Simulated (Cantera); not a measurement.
A closed system holds: 1 mol SiC, 0.23 mol Si, 9.5 mol H₂, at 0.440 bar.

Cantera equilibrium calculation (NASA polynomials, part measured and part estimated; ideal gas, pure solids and liquids). Candidate condensed phases: C, C₆H₆, C₇H₈, C₈H₁₈, Si, SiC; 87 gas species. Mutual solubility and eutectic melting of coexisting phases are not modelled. Gases not in the tables: Si₂H₆ and higher silanes. The numbers say what is thermodynamically allowed, not how fast it happens.

Question: Which condensed phases are stable at each of these points (T (°C)): 1202, 1302, 1402, 1502, 1602, 1702, 1802, 1902, 2002, 2102, 2202, 2302?

Answer: 
```json
[
 {"T (°C)": "1202", "condensed phases": "Si(s) + SiC(s)", "Si condensed (%)": "100.0"},
 {"T (°C)": "1302", "condensed phases": "Si(s) + SiC(s)", "Si condensed (%)": "100.0"},
 {"T (°C)": "1402", "condensed phases": "Si(s) + SiC(s)", "Si condensed (%)": "100.0"},
 {"T (°C)": "1502", "condensed phases": "Si(l) + SiC(s)", "Si condensed (%)": "100.0"},
 {"T (°C)": "1602", "condensed phases": "Si(l) + SiC(s)", "Si condensed (%)": "99.9"},
 {"T (°C)": "1702", "condensed phases": "Si(l) + SiC(s)", "Si condensed (%)": "99.8"},
 {"T (°C)": "1802", "condensed phases": "Si(l) + SiC(s)", "Si condensed (%)": "99.6"},
 {"T (°C)": "1902", "condensed phases": "Si(l) + SiC(s)", "Si condensed (%)": "99.1"},
 {"T (°C)": "2002", "condensed phases": "Si(l) + SiC(s)", "Si condensed (%)": "97.8"},
 {"T (°C)": "2102", "condensed phases": "Si(l) + SiC(s)", "Si condensed (%)": "94.8"},
 {"T (°C)": "2202", "condensed phases": "Si(l) + SiC(s)", "Si condensed (%)": "88.5"},
 {"T (°C)": "2302", "condensed phases": "SiC(s)", "Si condensed (%)": "76.0"}
]
```

From 1202 °C to 1402 °C the condensed part is Si(s) + SiC(s). From 1502 °C to 2202 °C the condensed part is Si(l) + SiC(s). At 2302 °C the condensed part is SiC(s).
